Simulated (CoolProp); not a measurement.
The fluid at 428.07 K and 5.06 MPa is throttled through a valve to 1.34 MPa with no heat exchange. The same conditions are run with several fluids, on thermodynamics alone (safety and materials aside).

Computed with CoolProp (reference Helmholtz-energy equation of state of each fluid (neopentane: Lemmon 2006; R1233zd(E): Akasaka 2022; propylene glycol: Eisenbach 2021; n-hexane: Thol 2019; dodecamethylcyclohexasiloxane (D6): Colonna 2008)).

| fluid | temperature change (K) | final phase | final density (kg/m³) |
|---|---|---|---|
| neopentane | -45.6 | [?] | 61.5 |
| R1233zd(E) | [?] | [?] | 144 |
| propylene glycol | [?] | liquid | [?] |
| n-hexane | -0.2 | liquid | [?] |
| dodecamethylcyclohexasiloxane (D6) | +1.1 | liquid | [?] |

Task: Fill in the missing entries.

Result: 
- neopentane, final phase: two-phase, vapour fraction 0.653
- R1233zd(E), temperature change (K): -43.1
- R1233zd(E), final phase: two-phase, vapour fraction 0.476
- propylene glycol, temperature change (K): +0.7
- propylene glycol, final density (kg/m³): 925
- n-hexane, final density (kg/m³): 516
- dodecamethylcyclohexasiloxane (D6), final density (kg/m³): 827
